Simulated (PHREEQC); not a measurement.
A solution holds 0.002 mol MnSO4, 0.00046 mol CuCl2 and 0.055 mol NaCl per kg of water, at 30 °C. Closed to the air; pH follows from the charge balance.

Model: ion-association model, wateq4f.dat, run in PHREEQC.

No solid was allowed to form.

Order these S species by the share of S that they hold, largest first: CuSO4, MnSO4, NaSO4-, SO4-2.

SO4-2 (83 %), NaSO4- (10 %), MnSO4 (5.3 %), CuSO4 (1.3 %)

Order these Mn species by the share of Mn that they hold, largest first: MnCl+, Mn+2, MnCl2, MnSO4.

Mn+2 (86 %), MnCl+ (8.6 %), MnSO4 (5.3 %), MnCl2 (0.13 %)

The pH is 5.58 and the ionic strength 0.0630 mol/kgw. Examples of supersaturated solids here: Atacamite. Others may be too.
